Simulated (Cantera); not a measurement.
Charge: 1 mol PbO, 1.4 mol O2, 35 mol H2, at 552 °C and 698 Torr.

Equilibrium computed with Cantera from the NASA thermochemical tables; the gas is ideal and each condensed phase is pure. Candidate condensed phases: H2O, Pb, PbO, PbO2, Pb3O4; 12 gas species. Kinetics and transport are ignored.

Base state: H2 0.891, H2O 0.109 (mole fractions); condensed: Pb(l).

What changes in the equilibrium state with this change: O2 from 1.4 to 0.088 mol?


```tsv
species	before	after
H2	0.891	0.966
H2O	0.109	0.0336
Pb(l), mol	1.000	1.000
```

What changes in the equilibrium state with this change: O2 from 1.4 to 0.019 mol?


| species | before | after |
|---|---|---|
| H2 | 0.891 | 0.970 |
| H2O | 0.109 | 0.0297 |
| Pb(l), mol | 1.000 | 1.000 |
